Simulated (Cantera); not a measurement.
Input: 1 mol C₃H₆, 0.27 mol O₂, equilibrated at 9.75 Torr.

Equilibrium computed with Cantera from the NASA thermochemical tables; the gas is ideal and each condensed phase is pure. Candidate condensed phases: C, C₆H₆, C₇H₈, C₈H₁₈, H₂O; 110 gas species. The numbers say what is thermodynamically allowed, not how fast it happens. All values below are at 1452 °C.

Base state: H₂ 0.846, CO 0.152, H 0.00150, C₂H₂ (acetylene) 7.79e-5 (mole fractions); condensed: C(graphite).

### Question
What changes in the equilibrium state with this change: 0.39 mol H₂S added?

### Answer
```
species           before    after
----------------  ------  -------
H₂                 0.846    0.809
CO                 0.152    0.131
CS₂                    0   0.0294
H₂S                    0   0.0103
CS                     0   0.0101
S₂                     0  0.00629
SH                     0  0.00251
C(graphite), mol    2.46     2.30
```
Further candidate phases: H₂SO₄, S.
